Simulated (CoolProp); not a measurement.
Saturated liquid density (kg/m³) of C2F6 (R116): the reference equation beside estimates from Tc = 293.0 K, pc = 30.48 bar, ω = 0.257. Rackett uses Z = 0.29056 − 0.08775 ω.

Model: reference Helmholtz-energy equation of state, Lemmon 2006, in CoolProp. It is a short technical equation, of lower accuracy than the large ones.

```csv
T (K),reference,Rackett,van der Waals,Peng-Robinson
195.3,1604,1686,1013,___
199.9,1583,1664,1000,1711
204.6,1562,1641,986.9,1686
209.2,1540,1617,973.3,1661
213.8,1518,1594,959.2,1635
218.4,1496,1570,944.7,1607
223,1472,1545,929.6,1577
227.6,___,___,914.0,1547
232.2,1424,1492,897.8,1514
236.8,1398,1465,881.0,1480
241.4,1371,1436,863.3,1443
246,1343,1406,844.8,___
250.6,1313,1374,825.4,___
255.2,1282,1341,___,1319
```

Question: What belongs in the gaps?

Answer: 
- 195.3, Peng-Robinson: 1734
- 227.6, reference: 1448
- 227.6, Rackett: 1519
- 246, Peng-Robinson: 1405
- 250.6, Peng-Robinson: 1363
- 255.2, van der Waals: 804.8

Absolute difference from the reference over all 14 rows, mean and median: Rackett 4.9 and 4.9 %, van der Waals 36.9 and 36.9 %, Peng-Robinson 6.4 and 7.0 %.
